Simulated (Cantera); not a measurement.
Charge: 1 mol SiHCl3, 1.5 mol NH3, 0.51 mol H2, equilibrated at 1923 K and 13.3 mbar.

Method: chemical equilibrium by Gibbs-energy minimisation in Cantera with the NASA 1993 tables (ideal gas, pure condensed phases). Candidate condensed phases: NH4Cl, Si, Si3N4; 28 gas species. The tables' values for SiCl, SiCl3, SiN are old estimates; treat these amounts as uncertain. Gases not in the tables: Si2H6 and higher silanes. The numbers say what is thermodynamically allowed, not how fast it happens.

Question: What is the equilibrium state?

Answer: 
| Item | Result |
|---|---|
| x(H2) | 0.495 |
| x(HCl) | 0.182 |
| x(SiCl2) | 0.176 |
| x(N2) | 0.135 |
| x(H) | 0.00574 |
| x(SiCl) | 0.00166 |
| x(SiCl3) | 0.00160 |
| x(Cl) | 0.00159 |
| x(Si) | 0.00127 |
| gas amount | 5.538 mol |
